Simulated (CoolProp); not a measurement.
A Linde-Hampson liquefier for dry air: isothermal reversible compression at 200 K from 1 atm to 15 MPa, throttling to 1 atm, return gas leaving the recuperator 2 K below the feed. Each further row changes one setting.

Values from CoolProp's reference Helmholtz-energy equation of state, Lemmon 2000. It is a pseudo-pure fit of the blend.

```json
[
 {"case": "as stated", "liquid yield per pass": "[?]", "compression work (kJ/kg of gas)": "270"},
 {"case": "high pressure 30 MPa", "liquid yield per pass": "0.274", "compression work (kJ/kg of gas)": "[?]"},
 {"case": "warm-end temperature 230 K", "liquid yield per pass": "0.139", "compression work (kJ/kg of gas)": "320"},
 {"case": "warm-end gap 7 K", "liquid yield per pass": "[?]", "compression work (kJ/kg of gas)": "270"}
]
```

Q: Some entries are withheld; supply them.

A: 
- as stated, liquid yield per pass: 0.212
- high pressure 30 MPa, compression work (kJ/kg of gas): 305
- warm-end gap 7 K, liquid yield per pass: 0.199
